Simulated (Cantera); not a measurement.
# Stirred combustor or abatement burner

A perfectly stirred reactor is fed with 6.15 % CH₄, 0.455 % H₂, 19.6 % O₂, 73.8 % N₂, at 0.750 atm; it is adiabatic with a 423 K inlet, and is followed from long to short residence time, starting on the burning branch (τ in s: 0.086, 0.027, 0.0084, 0.0026, 0.00082, 0.00026, 8e-05, 2.5e-05, 7.8e-06).

Model: GRI-Mech 3.0 (53 species, 325 reactions), integrated in Cantera.

```tsv
τ (s)	T (K)	x CH₄	x H₂	x O₂	x HO₂	x C₂H₄
0.086	1824	1.09e-5	0.000218	0.0703	1.58e-6	1.16e-9
0.027	1813	2.28e-5	0.000442	0.0704	2.91e-6	3.06e-9
0.0084	1791	4.82e-5	0.000889	0.0708	5.57e-6	7.46e-9
0.0026	1752	0.000107	0.00169	0.0718	1.04e-5	1.93e-8
0.00082	1688	0.000265	0.00288	0.0742	1.86e-5	6.59e-8
0.00026	1580	0.000919	0.00453	0.0808	3.71e-5	5.05e-7
8.0e-5	423	0.0615	0.00455	0.196	<1e-12	<1e-12
2.5e-5	423	0.0615	0.00455	0.196	<1e-12	<1e-12
7.8e-6	423	0.0615	0.00455	0.196	<1e-12	<1e-12
```
x: mole fraction; the columns are a selection and need not sum to one.
